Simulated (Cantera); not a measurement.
A Cantera script and what it prints.

```python
import numpy as np
import cantera as ct

gas_names = """
    AL ALH ALO ALOH ALO2 ALO2H AL2 AL2O AL2O2 H HALO HO2 H2 H2O H2O2 O OH O2 O3
""".split()
cond_names = """
    AL(cr) AL(L) AL2O3(a) AL2O3(L) H2O(s) H2O(L)
""".split()


# ... load() reads the species with a 1 bar reference pressure and builds the phases ...
atoms = {
    'Al': {'AL': 1},
    'O2': {'O': 2},
    'H2': {'H': 2},
}
top_T = {}  # K; cautious upper limits of use, not melting points


# ... equilibrate(T, P, feed) seeds the gas with the atoms and calls Mixture.equilibrate('TP', solver="vcs", rtol=1e-11, max_steps=5000) ...
results = []
feed = {'Al': 1, 'O2': 0.49, 'H2': 1.2}  # mol
T = 1123.15  # K
P = 1333.22  # Pa
mix = equilibrate(T, P, feed)
results.append((T, P, feed, dict(zip(mix.species_names, mix.species_moles))))
x = sorted(zip(gas.X, gas.species_names), reverse=True)
print(f"T = {T:g} K  P = {P:g} Pa  gas = {mix.phase_moles(0):.4g} mol")
print("   x: " + "  ".join(f"{s} {v:.3e}" for v, s in x if v > 0.0001))
print("   condensed (mol): " + ("  ".join(f"{mix.phase(i).name} {mix.phase_moles(i):.4g}"
      for i in range(1, mix.n_phases) if mix.phase_moles(i) > 1e-12) or "none"))
```

Output:

```
T = 1123.15 K  P = 1333.22 Pa  gas = 1.2 mol
   x: H2 1.000e+00
   condensed (mol): AL(L) 0.3467  AL2O3(a) 0.3267
```

Equilibrium computed with Cantera from the NASA thermochemical tables; the gas is ideal and each condensed phase is pure. Mutual solubility and eutectic melting of coexisting phases are not modelled.
